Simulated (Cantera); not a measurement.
What does this Cantera script print?

```python
import numpy as np
import cantera as ct

gas = ct.Solution("gri30.yaml")
gas.TPX = 575, 100000, {'CH4': 1, 'O2': 1.43, 'N2': 3.71}
flame = ct.FreeFlame(gas, width=0.04)
flame.set_refine_criteria(ratio=3, slope=0.08, curve=0.16)
flame.transport_model = "mixture-averaged"
flame.solve(loglevel=0, auto=True)
z, T = flame.grid, flame.T
thick = (T[-1] - T[0]) / np.gradient(T, z).max()
show = ['CH4', 'O2', 'HCN', 'CO', 'CH2O', 'HCO']
print(f"laminar burning velocity  {flame.velocity[0] * 100:.3f} cm/s")
print(f"burnt temperature         {T[-1]:.1f} K")
print(f"thermal thickness         {thick * 1e3:.4f} mm")
print(f"grid points               {len(z)}")
z0 = z[flame.heat_release_rate.argmax()]
print(f"{'z/mm':>9s}{'T/K':>9s}{'u/(m/s)':>9s}" + "".join(f"{s:>11s}" for s in show))
rows = []
for k in (-3, -2, -1.5, -1, -0.5, -0.25, 0, 0.25, 0.5, 1, 2, 4, 8):
    zz = z0 + k * thick
    rows.append([k * thick, np.interp(zz, z, T), np.interp(zz, z, flame.velocity),
                 *(np.interp(zz, z, flame.X[gas.species_index(s)]) for s in show)])
    print(f"{rows[-1][0] * 1e3:9.3f}{rows[-1][1]:9.1f}{rows[-1][2]:9.3f}" + "".join(f"{x:11.3e}" for x in rows[-1][3:]))
```

It prints:

```
laminar burning velocity  132.312 cm/s
burnt temperature         2448.7 K
thermal thickness         0.3082 mm
grid points               155
     z/mm      T/K  u/(m/s)        CH4         O2        HCN         CO       CH2O        HCO
   -0.925    575.1    1.326  1.624e-01  2.323e-01  1.233e-10  2.230e-06  6.282e-08  2.378e-18
   -0.616    577.2    1.338  1.613e-01  2.310e-01  3.463e-09  4.292e-05  1.711e-06  7.678e-15
   -0.462    588.4    1.373  1.591e-01  2.288e-01  3.224e-08  2.967e-04  1.497e-05  2.101e-12
   -0.308    680.1    1.613  1.493e-01  2.198e-01  5.032e-07  3.018e-03  1.860e-04  2.185e-09
   -0.154   1190.5    2.917  1.027e-01  1.705e-01  6.589e-06  2.651e-02  1.314e-03  2.408e-06
   -0.077   1644.1    4.115  5.674e-02  1.150e-01  1.690e-05  5.656e-02  1.632e-03  3.412e-05
    0.000   2039.9    5.198  1.711e-02  5.630e-02  3.628e-05  8.920e-02  9.124e-04  8.323e-05
    0.077   2246.0    5.759  2.898e-03  2.157e-02  5.466e-05  1.046e-01  3.027e-04  5.318e-05
    0.154   2316.5    5.937  4.067e-04  7.947e-03  5.231e-05  1.055e-01  7.168e-05  1.553e-05
    0.308   2347.0    5.995  9.986e-06  1.860e-03  2.737e-05  1.003e-01  2.614e-06  7.948e-07
    0.616   2363.7    6.022  3.007e-08  9.868e-04  6.346e-06  9.720e-02  1.153e-08  1.782e-07
    1.233   2384.0    6.064  2.887e-11  7.626e-04  6.502e-07  9.702e-02  2.462e-09  1.541e-07
    2.466   2408.8    6.117  2.553e-13  5.294e-04  2.142e-08  9.732e-02  2.561e-09  1.273e-07
```

Detailed kinetics in Cantera: GRI-Mech 3.0 (53 species, 325 reactions). Burning velocities carry a grid error of a few per cent, more on coarse grids.
